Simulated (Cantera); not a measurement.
# Diamond growth

A diamond (100) surface in a fixed gas of H2 with x(CH4) = 0.0045, x(H) = 0.013, x(CH3) = 1.7e-05, at 925 K; coverages are run to steady state.

Cantera simulation using the Harris–Goodwin 1993 mechanism for the reconstructed diamond (100) surface; the numbers are that mechanism's predictions, not measurements.

```tsv
P (Pa)	growth (µm/h)	θ c6HH	θ c6H*	θ c6*H	θ c6**	θ c6HM
560	0.0340	0.667	0.0122	0.314	0.00547	0.000970
870	0.0531	0.667	0.0122	0.314	0.00547	0.000976
1400	0.0859	0.667	0.0123	0.314	0.00547	0.000980
2100	0.129	0.667	0.0123	0.314	0.00547	0.000983
3300	0.203	0.667	0.0123	0.314	0.00547	0.000985
5100	0.315	0.667	0.0123	0.314	0.00548	0.000986
8000	0.494	0.667	0.0124	0.314	0.00549	0.000987
12000	0.742	0.667	0.0125	0.314	0.00550	0.000987
```
θ: site fractions in the mechanism's names (c6HH fully hydrogenated, c6H* and c6*H radical sites, c6** diradical, c6HM methylated).
